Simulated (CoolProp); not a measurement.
Vapour-liquid equilibrium of R143a (1) + propane (2) at 313 kPa; x and y are mole fractions of (1).

Computed with CoolProp (multi-fluid Helmholtz-energy mixture model, Lemmon and Jacobsen 2000 and Lemmon 2009; pair parameters Bell 2016).

```csv
x,"bubble temperature, mixture model (°C)","bubble temperature, Raoult's law (°C)","y, mixture model","y, Raoult's law"
0.05,-17.4,-13.4,0.173,0.064
0.2,-23.6,-14.6,0.401,0.244
0.35,-25.6,-15.8,0.490,0.411
0.5,-26.2,-16.9,0.547,0.564
0.65,-26.2,-17.9,0.608,0.706
0.8,-25.2,-18.9,0.704,0.838
0.95,-22.1,-19.9,0.894,0.961
```

The largest gap from Raoult's law is -9.8 K in bubble temperature, at x = 0.35. y crosses x between x = 0.5 and 0.65: the model has an azeotrope there.

Pair parameters are fitted to limited data, so mixtures are less certain than the pure fluids.
